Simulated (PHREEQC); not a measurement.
**Polishing slurry liquid: an equilibrium model**

Make-up at 25 °C: 20 mmol/kgw KOH, 16 mmol/kgw Fe(NO3)3 and 11 mmol/kgw CuSO4. It is in equilibrium with CO2 at log p = 0 (atm). Otherwise closed; pH follows from the charge balance.

Model: ion-association model, phreeqc.dat, run in PHREEQC.

This is a speciation only: nothing precipitates in the calculation.

Task: Estimate the pH, ionic strength, density.

Result: pH 3.77; ionic strength 0.120 mol/kgw; density 1.003 g/cm³.

Task: In which forms is Cu present?

Result: Cu+2 81 %, CuSO4 17 %, CuHCO3+ 1.8 % of the Cu.

The solution is supersaturated, for example in Jarosite-K, Fe(OH)3(a), so a real one may precipitate; this is no full list.
